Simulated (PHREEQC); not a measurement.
Solution (20 °C): 0.0011 mol/kgw HF, 0.004 mol/kgw NaF, 0.0069 mol/kgw (NH4)2SiF6 and 0.0013 mol/kgw H2SO4. Closed to the air; pH follows from the charge balance.

Model: ion-association model, phreeqc.dat, run in PHREEQC.

Each row changes one thing in this solution. Precipitation was switched off in this run.

```
case                                          pH  ionic strength (mol/kgw)  HF (mol/kgw)  F- (mol/kgw)  SO4-2 (mol/kgw)  NH4SO4- (mol/kgw)  SI of Quartz (SiO2)
------------------------------------------  ----  ------------------------  ------------  ------------  ---------------  -----------------  -------------------
as made                                     3.04                    0.0267       0.00267       0.00251          0.00112           0.000107                -0.58
diluted 5-fold with water                   3.21                   0.00556       0.00120       0.00152         0.000243            6.29e-6                +0.51
HF replaced by H2SiF6 at the same molality  2.75                    0.0287       0.00290       0.00142          0.00108                  …                -0.17
diluted 10-fold with water                  3.25                   0.00288      0.000979       0.00134         0.000123            1.73e-6                +0.54
HF left out                                 3.14                    0.0265       0.00202       0.00240          0.00113                  …                -0.06
```

Complete the blanks.


- HF replaced by H2SiF6 at the same molality, NH4SO4- (mol/kgw): 0.000101
- HF left out, NH4SO4- (mol/kgw): 0.000108

Some of these states are supersaturated (in Quartz (slow to form), Chalcedony (slow to form), for instance). SiF6-2 is the database's only silicon fluoride.
